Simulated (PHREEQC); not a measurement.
Solution (25 °C): 0.02 mol/kgw HCl, 0.00015 mol/kgw ZnSO4 and 0.00027 mol/kgw MnSO4. Closed to the air; pH follows from the charge balance.

Computed with PHREEQC (ion-association model, phreeqc.dat).

Each row changes one thing in this solution. This is a speciation only: nothing precipitates in the calculation.

| case | pH | Mn+2 (mol/kgw) | HSO4- (mol/kgw) | SO4-2 (mol/kgw) | Zn+2 (mol/kgw) | MnCl+ (mol/kgw) |
|---|---|---|---|---|---|---|
| as made | 1.76 | 0.000255 | 0.000220 | 0.000195 | 0.000143 | 1.21e-5 |
| ZnSO4 from 0.00015 to 0.000225 mol/kgw | 1.76 | 0.000254 | 0.000258 | 0.000229 | 0.000215 | 1.21e-5 |
| diluted 100-fold with water | 3.71 | 2.70e-6 | 7.49e-8 | 4.12e-6 | … | … |
| temperature from 25 to 10 °C | 1.75 | 0.000255 | 0.000190 | 0.000225 | 0.000145 | … |
| temperature from 25 to 80 °C | 1.76 | 0.000256 | … | 7.78e-5 | 0.000121 | 1.15e-5 |
| MnSO4 from 0.00027 to 0.000243 mol/kgw | 1.75 | 0.000229 | 0.000206 | 0.000182 | 0.000143 | 1.09e-5 |
| diluted 5-fold with water | 2.43 | 5.30e-5 | 1.90e-5 | 6.44e-5 | 2.95e-5 | 6.56e-7 |
| temperature from 25 to 55 °C | 1.76 | 0.000255 | 0.000288 | 0.000127 | … | 1.18e-5 |

### Question
Complete the blanks.

### Answer

- diluted 100-fold with water, Zn+2 (mol/kgw): 1.50e-6
- diluted 100-fold with water, MnCl+ (mol/kgw): 2.05e-9
- temperature from 25 to 10 °C, MnCl+ (mol/kgw): 1.23e-5
- temperature from 25 to 80 °C, HSO4- (mol/kgw): 0.000339
- temperature from 25 to 55 °C, Zn+2 (mol/kgw): 0.000135

Complexes and solids missing from the database can't appear. At this temperature some constants are extrapolated from 25 °C, and those without enthalpy data are left unchanged.
